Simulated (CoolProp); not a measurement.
Properties of C2F6 (R116) along the isobar 3.65 MPa (Tc = 293.0 K, pc = 3.048 MPa, ω = 0.257).

Model: reference Helmholtz-energy equation of state, Lemmon 2006, in CoolProp. It is a short technical equation, of lower accuracy than the large ones.

```tsv
T (K)	phase	cv (kJ/(kg K))	Prandtl number
235.5	liquid	0.6839	3.87
246.8	liquid	0.6996	3.62
258.2	liquid	0.7161	3.41
269.6	liquid	0.7338	3.26
280.9	liquid	0.7541	3.18
292.3	liquid	0.7856	3.46
303.7	supercritical	0.8422	2.93
315	supercritical	0.8095	1.34
```

Viscosity comes from a separate model (Huber 2003), an estimate that may be off by 10 % or more. Thermal conductivity comes from a separate model (Huber 2003), an estimate that may be off by 10 % or more.
